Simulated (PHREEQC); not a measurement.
1 kg of water holding 0.32 mol NaHCO3 meets 20 L of dry gas (CO2 1 by moles) at fixed total pressure, at 10 atm; fugacities by Peng-Robinson. The gases take part in no redox reaction, some water evaporates into the gas, and hydrates or a liquid gas phase aren't modelled. No solid was allowed to form.

All values are PHREEQC results (ion-association model, phreeqc.dat), not measurements.

```json
[
 {"T (°C)": "10", "dissolved CO2 (all carbonate carbon) (mol/kgw)": "0.789", "φ of CO2": "0.936", "pH": "6.10"},
 {"T (°C)": "20", "dissolved CO2 (all carbonate carbon) (mol/kgw)": "0.664", "φ of CO2": "0.943", "pH": "6.15"},
 {"T (°C)": "30", "dissolved CO2 (all carbonate carbon) (mol/kgw)": "0.583", "φ of CO2": "0.948", "pH": "6.21"},
 {"T (°C)": "40", "dissolved CO2 (all carbonate carbon) (mol/kgw)": "0.529", "φ of CO2": "0.953", "pH": "6.28"},
 {"T (°C)": "50", "dissolved CO2 (all carbonate carbon) (mol/kgw)": "0.492", "φ of CO2": "0.957", "pH": "6.36"},
 {"T (°C)": "60", "dissolved CO2 (all carbonate carbon) (mol/kgw)": "0.464", "φ of CO2": "0.961", "pH": "6.43"},
 {"T (°C)": "70", "dissolved CO2 (all carbonate carbon) (mol/kgw)": "0.444", "φ of CO2": "0.965", "pH": "6.51"},
 {"T (°C)": "80", "dissolved CO2 (all carbonate carbon) (mol/kgw)": "0.427", "φ of CO2": "0.968", "pH": "6.60"},
 {"T (°C)": "90", "dissolved CO2 (all carbonate carbon) (mol/kgw)": "0.413", "φ of CO2": "0.971", "pH": "6.68"}
]
```

Constants without temperature data keep their 25 °C values here.
